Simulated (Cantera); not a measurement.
**Stirred combustor or abatement burner**

A perfectly stirred reactor is fed with CH3OH : O2 : N2 = 1 : 1.25 : 4.7 (molar parts), equivalence ratio 1.2, at 5.50 bar; it is adiabatic with a 523 K inlet, and is followed from long to short residence time, starting on the burning branch (τ in s: 0.39, 0.16, 0.067, 0.028, 0.012, 0.0048, 0.002, 0.00083, 0.00035, 0.00014, 6e-05, 2.5e-05, 1e-05).

Computed with Cantera and GRI-Mech 3.0 (53 species, 325 reactions). GRI-Mech 3.0 was tuned for natural gas; its chemistry of methanol as a main component is partial and can be far from experiment.

```json
[
 {"τ (s)": "0.39", "T (K)": "2310", "x CH3OH": "9.76e-8", "x O2": "0.000122", "x HO2": "7.56e-8", "x HCN": "4.90e-8", "x C2H": "<1e-12", "x CH2O": "1.16e-7", "x CO2": "0.0856"},
 {"τ (s)": "0.16", "T (K)": "2310", "x CH3OH": "2.30e-7", "x O2": "0.000140", "x HO2": "8.69e-8", "x HCN": "9.94e-8", "x C2H": "<1e-12", "x CH2O": "2.68e-7", "x CO2": "0.0856"},
 {"τ (s)": "0.067", "T (K)": "2308", "x CH3OH": "5.11e-7", "x O2": "0.000181", "x HO2": "1.13e-7", "x HCN": "1.82e-7", "x C2H": "1.34e-12", "x CH2O": "5.85e-7", "x CO2": "0.0855"},
 {"τ (s)": "0.028", "T (K)": "2305", "x CH3OH": "1.08e-6", "x O2": "0.000267", "x HO2": "1.76e-7", "x HCN": "2.86e-7", "x C2H": "3.56e-12", "x CH2O": "1.20e-6", "x CO2": "0.0854"},
 {"τ (s)": "0.012", "T (K)": "2299", "x CH3OH": "2.10e-6", "x O2": "0.000430", "x HO2": "3.15e-7", "x HCN": "3.75e-7", "x C2H": "6.96e-12", "x CH2O": "2.27e-6", "x CO2": "0.0851"},
 {"τ (s)": "0.0048", "T (K)": "2288", "x CH3OH": "4.09e-6", "x O2": "0.000765", "x HO2": "6.57e-7", "x HCN": "4.39e-7", "x C2H": "1.16e-11", "x CH2O": "4.29e-6", "x CO2": "0.0846"},
 {"τ (s)": "0.0020", "T (K)": "2271", "x CH3OH": "7.50e-6", "x O2": "0.00134", "x HO2": "1.35e-6", "x HCN": "4.87e-7", "x C2H": "1.80e-11", "x CH2O": "7.68e-6", "x CO2": "0.0837"},
 {"τ (s)": "0.00083", "T (K)": "2246", "x CH3OH": "1.37e-5", "x O2": "0.00228", "x HO2": "2.69e-6", "x HCN": "5.67e-7", "x C2H": "3.21e-11", "x CH2O": "1.37e-5", "x CO2": "0.0823"},
 {"τ (s)": "0.00035", "T (K)": "2211", "x CH3OH": "2.49e-5", "x O2": "0.00372", "x HO2": "5.08e-6", "x HCN": "7.35e-7", "x C2H": "7.28e-11", "x CH2O": "2.44e-5", "x CO2": "0.0803"},
 {"τ (s)": "0.00014", "T (K)": "2161", "x CH3OH": "4.85e-5", "x O2": "0.00593", "x HO2": "9.60e-6", "x HCN": "1.09e-6", "x C2H": "2.29e-10", "x CH2O": "4.63e-5", "x CO2": "0.0773"},
 {"τ (s)": "6.0e-5", "T (K)": "2104", "x CH3OH": "9.57e-5", "x O2": "0.00886", "x HO2": "1.73e-5", "x HCN": "1.68e-6", "x C2H": "7.86e-10", "x CH2O": "8.83e-5", "x CO2": "0.0731"},
 {"τ (s)": "2.5e-5", "T (K)": "2028", "x CH3OH": "0.000219", "x O2": "0.0138", "x HO2": "3.56e-5", "x HCN": "2.63e-6", "x C2H": "2.98e-9", "x CH2O": "0.000194", "x CO2": "0.0660"},
 {"τ (s)": "1.0e-5", "T (K)": "523", "x CH3OH": "0.144", "x O2": "0.180", "x HO2": "<1e-12", "x HCN": "<1e-12", "x C2H": "<1e-12", "x CH2O": "<1e-12", "x CO2": "<1e-12"}
]
```
x: mole fraction; the columns are a selection and need not sum to one.
